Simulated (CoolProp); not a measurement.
Carbonyl sulfide along the isotherm 129.55 °C: density (kg/m³) from the reference equation and from simpler models built on Tc = 105.6 °C, pc = 63.69 bar, ω = 0.098; each cubic takes its own stable root.

The numbers come from the reference Helmholtz-energy equation of state, Lemmon 2006 in CoolProp. It is a short technical equation, of lower accuracy than the large ones.

| p (bar) | phase | reference | ideal gas | van der Waals | Soave-Redlich-Kwong |
|---|---|---|---|---|---|
| 0.503 | gas | 0.9045 | 0.9025 | 0.9043 | 0.9045 |
| 1.03 | gas | 1.856 | 1.848 | 1.856 | 1.857 |
| 2.12 | gas | 3.839 | 3.804 | 3.837 | 3.840 |
| 4.36 | gas | 7.976 | 7.823 | 7.964 | 7.979 |
| 8.95 | gas | 16.73 | 16.06 | 16.68 | 16.74 |
| 18.4 | gas | 36.07 | 33.01 | 35.84 | 36.10 |
| 37.8 | gas | 83.52 | 67.82 | 82.35 | 83.45 |
| 77.5 | supercritical | 276.1 | 139.1 | 293.0 | 265.8 |
| 159 | supercritical | 719.1 | 285.3 | 553.6 | 642.4 |
